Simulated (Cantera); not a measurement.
A closed system holds: 1 mol CH₃F, 0.025 mol HCl, 0.1 mol H₂, held at 2175 K.

Cantera equilibrium calculation (NASA polynomials, part measured and part estimated; ideal gas, pure solids and liquids). Candidate condensed phases: C, C₆H₆, C₇H₈, C₈H₁₈; 118 gas species. Rates play no part.

Q: At 1.00 bar, list the 5 most abundant gas species with their mole fractions, and the condensed phases.

A: H₂ 0.514, HF 0.470, HCl 0.0117, H 0.00350, C₂H₂ (acetylene) 0.00115. Condensed: C(graphite).
